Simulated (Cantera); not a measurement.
What does this Cantera script print?

```python
import numpy as np
import cantera as ct

gas = ct.Solution("gri30.yaml")
gas.TPX = 1498, 13332, {'CO': 0.0012, 'O2': 0.03, 'H2O': 0.00017, 'N2': 1}
reactor = ct.IdealGasConstPressureReactor(gas, energy="off", clone=False)
net = ct.ReactorNet([reactor])
net.rtol, net.atol = 1e-08, 1e-18
show = ['CO', 'O2', 'H2O', 'H2O2', 'NO2', 'NO', 'CO2']
times = np.geomspace(5e-05, 1, 11)

steps = ct.SolutionArray(gas, extra=["t"])
rows = []
print(f"{'t/s':>10s}{'T/K':>9s}{'P/Pa':>11s}" + "".join(f"{s:>11s}" for s in show))
for t in times:
    while net.time < t:
        t_next = net.step()
        steps.append(gas.state, t=t_next)
    rows.append([np.interp(t, steps.t, y) for y in (steps.T, steps.P, *steps(*show).X.T)])
    print(f"{t:10.3e}{rows[-1][0]:9.1f}{rows[-1][1]:11.4g}" + "".join(f"{x:11.3e}" for x in rows[-1][2:]))
rate = np.gradient(steps.T, steps.t)
print("integrator steps:", len(steps.t))
if steps.T.max() > steps.T[0] + 200:
    print(f"time of steepest temperature rise: {steps.t[rate.argmax()]:.4e} s")
gas.TPX = 1498, 13332, {'CO': 0.0012, 'O2': 0.03, 'H2O': 0.00017, 'N2': 1}
gas.equilibrate("TP")
print(f"equilibrium (TP): T = {gas.T:.1f} K  " + "  ".join(f"{s} {gas[s].X[0]:.3e}" for s in show))
```

It prints:

```
       t/s      T/K       P/Pa         CO         O2        H2O       H2O2        NO2         NO        CO2
 5.000e-05   1498.0  1.333e+04  1.164e-03  2.909e-02  1.648e-04  5.986e-17  1.904e-24  1.955e-17  4.813e-10
 1.346e-04   1498.0  1.333e+04  1.163e-03  2.909e-02  1.648e-04  2.692e-16  4.383e-23  1.658e-16  1.296e-09
 3.624e-04   1498.0  1.333e+04  1.163e-03  2.909e-02  1.648e-04  8.827e-16  9.579e-22  1.307e-15  3.493e-09
 9.756e-04   1498.0  1.333e+04  1.163e-03  2.909e-02  1.648e-04  2.312e-15  1.999e-20  9.798e-15  9.445e-09
 2.627e-03   1498.0  1.333e+04  1.163e-03  2.909e-02  1.648e-04  4.911e-15  4.145e-19  7.221e-14  2.599e-08
 7.071e-03   1498.0  1.333e+04  1.163e-03  2.909e-02  1.648e-04  8.025e-15  8.788e-18  5.482e-13  7.927e-08
 1.904e-02   1498.0  1.333e+04  1.163e-03  2.909e-02  1.648e-04  1.928e-14  2.449e-16  5.578e-12  4.184e-07
 5.125e-02   1498.0  1.333e+04  1.147e-03  2.907e-02  1.628e-04  3.545e-12  1.069e-13  2.910e-10  1.689e-05
 1.380e-01   1498.0  1.333e+04  4.014e-04  2.841e-02  1.307e-04  3.765e-10  1.021e-10  1.873e-07  7.621e-04
 3.714e-01   1498.0  1.333e+04  2.453e-05  2.836e-02  1.410e-04  2.582e-10  9.502e-10  1.522e-06  1.139e-03
 1.000e+00   1498.0  1.333e+04  4.398e-06  2.848e-02  1.550e-04  6.841e-11  2.066e-09  2.488e-06  1.160e-03
integrator steps: 847
equilibrium (TP): T = 1498.0 K  CO 9.063e-08  O2 2.827e-02  H2O 1.634e-04  H2O2 2.060e-12  NO2 3.567e-07  NO 4.957e-04  CO2 1.164e-03
```

Cantera simulation using GRI-Mech 3.0 (53 species, 325 reactions); the numbers are that mechanism's predictions, not measurements.
